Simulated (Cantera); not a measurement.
Cantera run:

```python
import numpy as np
import cantera as ct

gas_names = [...]  # 115 gases of nasa_gas.yaml made of C, Ca, H, O
cond_names = """
    C(gr) C6H6(L) C7H8(L) C8H18(L),n-octa Ca(a) Ca(b) Ca(L) CaCO3(caL) CaO(s) CaO(L) CaO2H2(s) H2O(s)
    H2O(L)
""".split()


# ... load() reads the species with a 1 bar reference pressure and builds the phases ...
atoms = {
    'CaCO3': {'Ca': 1, 'C': 1, 'O': 3},
    'C': {'C': 1},
    'H2': {'H': 2},
    'CO2': {'C': 1, 'O': 2},
}
top_T = {'C(gr)': 4500}  # K; cautious upper limits of use, not melting points


# ... equilibrate(T, P, feed) seeds the gas with the atoms and calls Mixture.equilibrate('TP', solver="vcs", rtol=1e-11, max_steps=5000) ...
results = []
feed = {'CaCO3': 1, 'C': 0.63, 'H2': 0.031, 'CO2': 6.9}  # mol
T = 2000  # K
P = 170000  # Pa
mix = equilibrate(T, P, feed)
results.append((T, P, feed, dict(zip(mix.species_names, mix.species_moles))))
x = sorted(zip(gas.X, gas.species_names), reverse=True)
print(f"T = {T:g} K  P = {P:g} Pa  gas = {mix.phase_moles(0):.4g} mol")
print("   x: " + "  ".join(f"{s} {v:.3e}" for v, s in x if v > 0.0001))
print("   condensed (mol): " + ("  ".join(f"{mix.phase(i).name} {mix.phase_moles(i):.4g}"
      for i in range(1, mix.n_phases) if mix.phase_moles(i) > 1e-12) or "none"))
```

It prints:

```
T = 2000 K  P = 170000 Pa  gas = 8.562 mol
   x: CO2 8.456e-01  CO 1.507e-01  H2O 3.460e-03  H2 1.346e-04
   condensed (mol): CaO(s) 1
```

Cantera equilibrium calculation (NASA polynomials, part measured and part estimated; ideal gas, pure solids and liquids).
